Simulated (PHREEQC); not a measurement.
0.79 g of hydrous ferric oxide (600 m²/g; 0.2 weak and 0.005 strong sites per Fe, Dzombak-Morel constants, diffuse double layer) in 1 kg of water with 0.05 mol/kgw of an inert sodium salt and 5.6e-05 mol NaF and 0.00027 mol Na2SeO4, at 25 °C; the pH is set by adding NaOH or the inert anion's acid. Oxygen alone is held at its pressure in air (log pO2 = -0.68). The system is closed to CO2. No solid was allowed to form.

The numbers come from PHREEQC with the ion-association model, wateq4f.dat.

| pH | F sorbed (%) | Se sorbed (%) | surface charge σ (C/m²) | surface potential ψ (mV) |
|---|---|---|---|---|
| 3 | 82.2 | 99.5 | 0.244 | 149 |
| 3.67 | 87.5 | 99.4 | 0.223 | 145 |
| 4.33 | 85.2 | 98.7 | 0.180 | 134 |
| 5 | 76.2 | 95.6 | 0.125 | 116 |
| 5.67 | 60.1 | 82.1 | 0.080 | 94 |
| 6.33 | 42.5 | 51.0 | 0.051 | 73 |
| 7 | 25.1 | 16.9 | 0.030 | 50 |
| 7.67 | 10.0 | 2.2 | 0.011 | 22 |
| 8.33 | 2.9 | 0.2 | -0.006 | -11 |
| 9 | 0.8 | 0.0 | -0.026 | -45 |
| 9.67 | 0.2 | 0.0 | -0.055 | -76 |
| 10.33 | 0.1 | 0.0 | -0.098 | -104 |
| 11 | 0.0 | 0.0 | -0.159 | -127 |

The oxide is taken as insoluble; below pH 4 it would dissolve.
